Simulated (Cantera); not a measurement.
A diamond (100) surface in a fixed gas of H2 with x(CH4) = 0.0059, x(CH3) = 3.1e-05, at 1150 K, 0.160 bar; coverages are run to steady state.

Detailed kinetics in Cantera: the Harris–Goodwin 1993 mechanism for the reconstructed diamond (100) surface.

One state of this run: growth (µm/h) = 0.567; θ c6HH = 0.532; θ c6H* = 0.0297; θ c6*H = 0.421; θ c6** = 0.0113; θ c6HM = 0.00375. θ: site fractions in the mechanism's names (c6HH fully hydrogenated, c6H* and c6*H radical sites, c6** diradical, c6HM methylated).

Q: Which value of x(H) does it belong to?
(A) 0.0044
(B) 0.00026
(C) 0.19
(D) 0.011

A: B, 0.00026
